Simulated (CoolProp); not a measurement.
Properties of benzene along the isotherm 620 K (Tc = 562.0 K, pc = 4906 kPa, ω = 0.211).

Computed with CoolProp (reference Helmholtz-energy equation of state, Thol 2012).

| p (kPa) | phase | Joule-Thomson coefficient (K/MPa) | viscosity (µPa s) |
|---|---|---|---|
| 77.6 | gas | 5.384 | 15.5 |
| 147 | gas | 5.407 | 15.5 |
| 279 | gas | 5.452 | 15.5 |
| 529 | gas | ___ | 15.6 |
| 1000 | gas | 5.716 | 15.6 |
| 1900 | gas | 6.101 | 15.8 |
| 3600 | gas | 7.032 | 16.2 |
| 6830 | supercritical | ___ | 22.2 |
| 12900 | supercritical | 1.557 | 53.2 |
| 24500 | supercritical | 0.2332 | ___ |

Task: Complete the blanks.

Result: 
- 529, Joule-Thomson coefficient (K/MPa): 5.540
- 6830, Joule-Thomson coefficient (K/MPa): 8.764
- 24500, viscosity (µPa s): 76.0

Viscosity comes from a separate model (Avgeri 2014).
